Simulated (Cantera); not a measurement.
# Premixed flame

A freely propagating, adiabatic, planar premixed flame of 30.4 % H2, 11.7 % O2, 49.3 % N2, 8.52 % H2O, equivalence ratio 1.3, unburnt at 623 K and 2.20 bar; mixture-averaged transport, grid criteria slope 0.08 and curve 0.16, no radiation.

Detailed kinetics in Cantera: the H2/O2 subset of GRI-Mech 3.0, which has no nitrogen chemistry. The hydrogen kinetics of GRI-Mech 3.0 are dated; newer H2 mechanisms differ, most at raised pressure. Burning velocities carry a grid error of a few per cent, more on coarse grids.

| z (mm) | T (K) | u (m/s) | x H2 | x O2 | x H2O | x H2O2 | x O | x H |
|---|---|---|---|---|---|---|---|---|
| -0.476 | 623 | 7.14 | 0.304 | 0.117 | 0.0852 | <1e-8 | <1e-8 | <1e-8 |
| -0.317 | 623 | 7.14 | 0.304 | 0.117 | 0.0852 | <1e-8 | <1e-8 | <1e-8 |
| -0.238 | 623 | 7.14 | 0.304 | 0.117 | 0.0852 | <1e-8 | <1e-8 | <1e-8 |
| -0.159 | 623 | 7.14 | 0.304 | 0.117 | 0.0853 | 1.04e-8 | 1.00e-8 | <1e-8 |
| -0.0794 | 647 | 7.34 | 0.296 | 0.118 | 0.0873 | 7.34e-6 | 7.04e-6 | 6.84e-5 |
| -0.0397 | 867 | 9.58 | 0.262 | 0.112 | 0.110 | 3.74e-5 | 0.000251 | 0.00323 |
| 0 | 1270 | 13.6 | 0.188 | 0.0816 | 0.180 | 1.25e-5 | 0.00246 | 0.0207 |
| 0.0397 | 1564 | 16.6 | 0.117 | 0.0381 | 0.262 | 4.10e-6 | 0.00491 | 0.0395 |
| 0.0794 | 1716 | 18.1 | 0.0882 | 0.0172 | 0.301 | 2.58e-6 | 0.00503 | 0.0434 |
| 0.159 | 1861 | 19.5 | 0.0794 | 0.00811 | 0.320 | 1.44e-6 | 0.00408 | 0.0366 |
| 0.317 | 1994 | 20.6 | 0.0789 | 0.00505 | 0.331 | 7.84e-7 | 0.00266 | 0.0262 |
| 0.635 | 2106 | 21.6 | 0.0782 | 0.00286 | 0.341 | 4.45e-7 | 0.00145 | 0.0174 |
| 1.27 | 2187 | 22.3 | 0.0773 | 0.00140 | 0.349 | 2.58e-7 | 0.000687 | 0.0110 |
x: mole fraction of selected species; z is measured from the peak of heat release.

```yaml
laminar_burning_velocity: 714 cm/s
thermal_thickness: 0.159 mm
peak x(H2O2): 3.74e-5
peak x(O): 0.00513
peak x(H): 0.0435
grid_points: 105
```
